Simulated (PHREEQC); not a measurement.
Dissolve 0.00055 mol NaOH, 0.00086 mol K2SiO3 and 0.0023 mol (CH3)4NCl per kg of water at 25 °C. Closed to the air; pH follows from the charge balance.

Model: ion-association model, phreeqc.dat, run in PHREEQC.

This is a speciation only: nothing precipitates in the calculation.

Q: Order these Si species by the share of Si that they hold, largest first: H2SiO4-2, H3SiO4-, H4SiO4.

A: H3SiO4- (94 %), H4SiO4 (4.5 %), H2SiO4-2 (1.0 %)

The pH is 11.12 and the ionic strength 0.00458 mol/kgw. (CH3)4N+ isn't in the database: it is added as a free cation with an ion size of 4 Å.
